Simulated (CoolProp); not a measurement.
Vapour-liquid equilibrium of isopentane (1) + R365MFC (2) at 139.05 °C; x and y are mole fractions of (1).

Values from CoolProp's multi-fluid Helmholtz-energy mixture model, Lemmon 2006 and Lemmon 2016; pair parameters Bell 2016.

Give the bubble pressure and the first vapour's composition at x = 0.35, 0.8, 0.95. Is there an azeotrope?

x = 0.35: 1820 kPa, y = 0.416; x = 0.8: 1817 kPa, y = 0.747; x = 0.95: 1641 kPa, y = 0.917. y crosses x between x = 0.5 and 0.65: the model has an azeotrope there.

The pair parameters rest on a limited set of measurements; away from them the model extrapolates.
